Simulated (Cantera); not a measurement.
Equilibrium for carbon deposition, reforming and gasification: CO + H2

Feed: 1 mol CO, 1.5 mol H2, at 2675 K.

Cantera equilibrium calculation (NASA polynomials, part measured and part estimated; ideal gas, pure solids and liquids). Candidate condensed phases: C, C6H6, C7H8, C8H18, H2O; 110 gas species. The ideal-gas law is rough above about 30 bar. The numbers say what is thermodynamically allowed, not how fast it happens.

```tsv
P (Pa)	log p H	log p H2	log p CO	log p H2O
10	-4.14	-5.71	-4.59	-11.62
160	-3.07	-3.56	-3.33	-9.01
2500	-2.27	-1.97	-2.05	-6.98
40000	-1.62	-0.66	-0.81	-4.85
630000	-1.00	0.57	0.40	-2.81
10000000	-0.40	1.77	1.60	-0.73
```
log p: log10 of the partial pressure in bar; nothing condenses.

From 0.0750 Torr to 75000 Torr nothing is condensed. The main C-bearing gas is CO throughout.
